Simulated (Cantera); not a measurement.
Input (Python, Cantera) and output of one run.

```python
import numpy as np
import cantera as ct

gas_names = [...]  # 113 gases of nasa_gas.yaml made of C, Cu, H, O
cond_names = """
    C(gr) C6H6(L) C7H8(L) C8H18(L),n-octa Cu(cr) Cu(L) CuO(s) CuO2H2(s) Cu2O(s) Cu2O(L) H2O(s) H2O(L)
""".split()


# ... load() reads the species with a 1 bar reference pressure and builds the phases ...
atoms = {
    'CuO': {'Cu': 1, 'O': 1},
    'C': {'C': 1},
    'H2': {'H': 2},
}
top_T = {'C(gr)': 4500, 'CuO(s)': 1390}  # K; cautious upper limits of use, not melting points


# ... equilibrate(T, P, feed) seeds the gas with the atoms and calls Mixture.equilibrate('TP', solver="vcs", rtol=1e-11, max_steps=5000) ...
results = []
feed = {'CuO': 1, 'C': 2.7, 'H2': 0.44}  # mol
T = 900  # K
P = 133.322  # Pa
mix = equilibrate(T, P, feed)
results.append((T, P, feed, dict(zip(mix.species_names, mix.species_moles))))
x = sorted(zip(gas.X, gas.species_names), reverse=True)
print(f"T = {T:g} K  P = {P:g} Pa  gas = {mix.phase_moles(0):.4g} mol")
print("   x: " + "  ".join(f"{s} {v:.3e}" for v, s in x if v > 1e-06))
print("   condensed (mol): " + ("  ".join(f"{mix.phase(i).name} {mix.phase_moles(i):.4g}"
      for i in range(1, mix.n_phases) if mix.phase_moles(i) > 1e-12) or "none"))
```

Output:

```
T = 900 K  P = 133.322 Pa  gas = 1.434 mol
   x: CO 6.896e-01  H2 3.061e-01  CO2 3.540e-03  H2O 6.832e-04  CH4 3.898e-05
   condensed (mol): C(gr) 1.706  Cu(cr) 1
```

These are equilibrium values from Cantera (NASA tables, ideal gas, pure condensed phases), not measurements of a reactor.
